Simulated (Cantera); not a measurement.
Feed: 1 mol Ta2O5, 2100 mol H2, 1.8 mol H2O, at 1223 K and 0.133 bar.

Equilibrium computed with Cantera from the NASA thermochemical tables; the gas is ideal and each condensed phase is pure. Candidate condensed phases: H2O, Ta, Ta2O5; 12 gas species. Rates play no part.

Base state: H2 0.999, H2O 0.000856 (mole fractions); condensed: Ta2O5(s).

Problem. What changes in the equilibrium state with this change: temperature from 1223 K to 2223 K?

Solution. 
```csv
species,before,after
H2,0.999,0.980
H,8.23e-7,0.0174
H2O,0.000856,0.00293
TaO2,<1e-9,0.000119
TaO,<1e-9,3.29e-5
"Ta2O5(s), mol",1.00,0
"Ta(s), mol",0,1.68
```
Condensed phases not in the tables: N, O or C dissolved in the metal.
